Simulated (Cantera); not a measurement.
Gas mixture: H₂O = 0.27 (molar parts), at 101000 Pa, frozen composition.

Cantera's kinetic-theory transport with the Lennard-Jones parameters of GRI-Mech 3.0, ideal gas; thermal conductivity in the mixture-averaged form. Polar gases are described roughly by these parameters.

One state of this run: ρ (kg/m³) = 0.220; cp (J/kg/K) = 2292; μ (µPa s) = 36.2; λ (mW/m/K) = 117; Pr = 0.712; D (cm²/s) NO = 2.06; D (cm²/s) CH₃ = 2.19; D (cm²/s) OH = 3.24. D: mixture-averaged diffusion coefficient of that species in the mixture.

Problem. Which value of T (K) does it belong to?
A) 1100
B) 1000
C) 700
D) 600

Solution. B, 1000
